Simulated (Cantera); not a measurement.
A freely propagating, adiabatic, planar premixed flame of 4.52 % CH4, 4.98 % H2, 16.7 % O2, 73.8 % N2, unburnt at 675 K and 0.900 bar; mixture-averaged transport, grid criteria slope 0.08 and curve 0.16, no radiation.

Cantera simulation using GRI-Mech 3.0 (53 species, 325 reactions); the numbers are that mechanism's predictions, not measurements. Burning velocities carry a grid error of a few per cent, more on coarse grids.

Predict: laminar burning velocity; thermal thickness; peak x(CO); peak x(HCN).


- laminar burning velocity: 150 cm/s
- thermal thickness: 0.403 mm
- peak x(CO): 0.0261
- peak x(HCN): 2.69e-7
